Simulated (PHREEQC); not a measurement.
# Brine: speciation

Solution (25 °C): 0.0013 mol/kgw Na2CO3, 0.29 mol/kgw FeCl2 and 6.1e-05 mol/kgw MgCl2. Closed to the air; pH follows from the charge balance.

Model: ion-association model, phreeqc.dat, run in PHREEQC.

```yaml
pH: 7.60
ionic_strength: 0.800 mol/kgw
activity_of_water: 0.986
density: 1.029 g/cm³
total_alkalinity: 2.60 meq/kg
```

```tsv
species	molality	activity	log γ
Cl-	0.546	0.339	-0.207
Fe+2	0.254	0.0555	-0.660
FeCl+	0.0341	0.0259	-0.118
Na+	0.00260	0.00187	-0.142
FeOH+	0.00106	0.000691	-0.185
FeHCO3+	0.000867	0.000660	-0.118
FeCO3	0.000247	0.000297	0.080
HCO3-	0.000179	0.000119	-0.176
Mg+2	6.09e-5	1.77e-5	-0.538
```

This is a speciation only: nothing precipitates in the calculation. The solution is supersaturated, for example in Siderite, so a real one may precipitate; this is no full list. The ionic strength is past about 0.7 mol/kgw, beyond the range of this activity model, so the values are rough. Species that the database lacks are ignored.
